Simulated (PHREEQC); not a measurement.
Consider water at 32 °C with 2.5 mmol/kgw PbCl2 and 0.04 mmol/kgw Cu(NO3)2. Closed to the air; pH follows from the charge balance.

All values are PHREEQC results (ion-association model, phreeqc.dat), not measurements.

**Question.** The ionic strength comes out as 0.00694 mol/kgw. What activity coefficients do PbOH+, Cu+2, Pb+2, PbNO3+, PbCl+ get?

**Answer.** PbOH+ 0.91, Cu+2 0.71, Pb+2 0.70, PbNO3+ 0.91, PbCl+ 0.91.

No solid was allowed to form.
